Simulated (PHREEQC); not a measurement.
Make-up at 25 °C: 0.0012 mol/kgw CdSO4 and 0.16 mol/kgw NaCl. Closed to the air; pH follows from the charge balance.

Equilibrium calculation in PHREEQC: ion-association model, wateq4f.dat.

This is a speciation only: nothing precipitates in the calculation.

Task: Order these Cd species by the share of Cd that they hold, largest first: CdSO4, Cd+2, CdCl3-, CdCl2, CdCl+.

Result: CdCl+ (62 %), CdCl2 (22 %), Cd+2 (13 %), CdCl3- (2.2 %), CdSO4 (0.36 %)

Task: Order these S species by the share of S that they hold, largest first: CdSO4, NaSO4-, SO4-2.

Result: SO4-2 (80 %), NaSO4- (20 %), CdSO4 (0.36 %)

The pH is 6.36 and the ionic strength 0.162 mol/kgw. Complexes and solids missing from the database can't appear.
